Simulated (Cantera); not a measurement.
## N2O + H2O + H2 + SO2 (abatement and gas-phase synthesis)

Feed: 1 mol N2O, 8.6 mol H2O, 0.24 mol H2, 0.077 mol SO2, at 3000 Torr.

These are equilibrium values from Cantera (NASA tables, ideal gas, pure condensed phases), not measurements of a reactor. Candidate condensed phases: H2O, H2SO4, S; 35 gas species. Rates play no part.

```csv
T (°C),x H2O,x N2,x O2,x OH,x SO2
1150,0.859,0.0971,0.0368,5.17e-5,0.00732
1250,0.858,0.0970,0.0367,0.000128,0.00738
1350,0.858,0.0970,0.0367,0.000282,0.00742
1450,0.858,0.0969,0.0365,0.000567,0.00744
1550,0.858,0.0968,0.0364,0.00106,0.00745
1650,0.857,0.0966,0.0361,0.00184,0.00745
1750,0.855,0.0964,0.0359,0.00304,0.00745
1850,0.853,0.0962,0.0356,0.00478,0.00744
1950,0.849,0.0958,0.0354,0.00721,0.00742
2050,0.843,0.0954,0.0354,0.0105,0.00739
```
x: gas mole fraction; nothing condenses.

From 1150 °C to 2050 °C nothing is condensed.
